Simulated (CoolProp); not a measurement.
Values from CoolProp's reference Helmholtz-energy equation of state, Gao 2016.

For sulfur dioxide, give the phase and the cp (kJ/(kg K)), cv (kJ/(kg K)), speed of sound (m/s), expansivity (1/kK) at 472.1 K and 9860 kPa; 472.1 K and 19700 kPa.


- 472.1 K and 9860 kPa: supercritical; cp 1.89, cv 0.765, speed of sound 220, expansivity 11.0
- 472.1 K and 19700 kPa: supercritical; cp 2.02, cv 0.775, speed of sound 346, expansivity 7.57
